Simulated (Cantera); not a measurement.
Input (Python, Cantera) and output of one run.

```python
import numpy as np
import cantera as ct

gas_names = """
    CL CL2 H HCL H2 Si SiCL SiCL2 SiCL3 SiCL4 SiH SiHCL3 SiH2 SiH2CL2 SiH3 SiH3CL SiH4 Si2 Si3
""".split()
cond_names = """
    Si(cr) Si(L)
""".split()


# ... load() reads the species with a 1 bar reference pressure and builds the phases ...
atoms = {
    'Si': {'Si': 1},
    'HCl': {'H': 1, 'CL': 1},
    'H2': {'H': 2},
}
top_T = {}  # K; cautious upper limits of use, not melting points


# ... equilibrate(T, P, feed) seeds the gas with the atoms and calls Mixture.equilibrate('TP', solver="vcs", rtol=1e-11, max_steps=5000) ...
results = []
feed = {'Si': 1, 'HCl': 2.2, 'H2': 1.7}  # mol
T = 923  # K
P = 100000  # Pa
mix = equilibrate(T, P, feed)
results.append((T, P, feed, dict(zip(mix.species_names, mix.species_moles))))
x = sorted(zip(gas.X, gas.species_names), reverse=True)
print(f"T = {T:g} K  P = {P:g} Pa  gas = {mix.phase_moles(0):.4g} mol")
print("   x: " + "  ".join(f"{s} {v:.3e}" for v, s in x if v > 1e-06))
print("   condensed (mol): " + ("  ".join(f"{mix.phase(i).name} {mix.phase_moles(i):.4g}"
      for i in range(1, mix.n_phases) if mix.phase_moles(i) > 1e-12) or "none"))
```

Result:

```
T = 923 K  P = 100000 Pa  gas = 3.3 mol
   x: H2 8.122e-01  SiCL4 1.177e-01  SiHCL3 6.095e-02  HCL 5.590e-03  SiH2CL2 3.091e-03  SiCL3 4.020e-04  SiCL2 5.528e-05  SiH3CL 3.868e-05
   condensed (mol): Si(cr) 0.3987
```

Cantera equilibrium calculation (NASA polynomials, part measured and part estimated; ideal gas, pure solids and liquids). The tables' values for SiCl3 are old estimates; treat these amounts as uncertain.
